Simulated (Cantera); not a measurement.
Charge: 1 mol MgO, 6.9 mol Cl2, 30 mol N2, equilibrated at 25.0 Pa.

Equilibrium computed with Cantera from the NASA thermochemical tables; the gas is ideal and each condensed phase is pure. Candidate condensed phases: Mg, MgCl2, MgO; 18 gas species. Rates play no part. All values below are at 1173 K.

Base state: N2 0.772, Cl2 0.114, Cl 0.0756, MgCl2 0.0257, O2 0.0128, NO 3.88e-5 (mole fractions); condensed: gas only.

Question: What changes in the equilibrium state with this change: pressure from 25.0 Pa to 1.90 Pa?

Answer: 
| species | before | after |
|---|---|---|
| N2 | 0.772 | 0.728 |
| Cl | 0.0756 | 0.184 |
| Cl2 | 0.114 | 0.0513 |
| MgCl2 | 0.0257 | 0.0243 |
| O2 | 0.0128 | 0.0121 |
| NO | 3.88e-5 | 3.66e-5 |
